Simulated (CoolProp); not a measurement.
Vapour-liquid equilibrium of ethylene (1) + 1-butene (2) at -75.45 °C; x and y are mole fractions of (1).

The numbers come from the multi-fluid Helmholtz-energy mixture model, Smukala 2000 and Lemmon 2005; pair parameters Bell 2016 in CoolProp.

```tsv
x	bubble pressure (MPa)	y at the bubble point	dew pressure at overall composition x (MPa)	liquid density (mol/L)
0.05	0.02341	0.909	0.002321	…
0.2	0.08593	0.978	0.002754	13.52
0.35	…	0.989	0.003387	14.37
0.5	0.2086	0.994	0.004395	15.29
0.65	0.2690	…	0.006258	16.29
0.8	0.3293	0.998	0.01086	17.33
0.95	0.3918	…	0.04111	…
```

Some entries are withheld; supply them.


- 0.05, liquid density (mol/L): 12.73
- 0.35, bubble pressure (MPa): 0.1475
- 0.65, y at the bubble point: 0.996
- 0.95, y at the bubble point: 1.000
- 0.95, liquid density (mol/L): 18.38

No azeotrope shows between x = 0.05 and 0.95.

Pair parameters are fitted to limited data, so mixtures are less certain than the pure fluids. The gap from Raoult's law changes sign with composition, which may be real or a fault of the pair parameters; it wasn't checked against measurements.
